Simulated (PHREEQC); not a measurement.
A solution holds 0.054 mol/kgw Al2(SO4)3, 0.0067 mol/kgw MgSO4, 0.00053 mol/kgw HCl and 0.00057 mol/kgw Na2SO4, at 25 °C. It is in equilibrium with CO2 at log p = -3.4 (atm). Otherwise closed; pH follows from the charge balance.

All values are PHREEQC results (ion-association model, wateq4f.dat), not measurements.

### Question
The ionic strength comes out as 0.183 mol/kgw. What activity coefficients do SO4-2, H+, NaSO4-, Na+, Al(OH)2+ get?

### Answer
SO4-2 0.30, H+ 0.80, NaSO4- 0.75, Na+ 0.75, Al(OH)2+ 0.75.

No solid was allowed to form. Complexes and solids missing from the database can't appear.
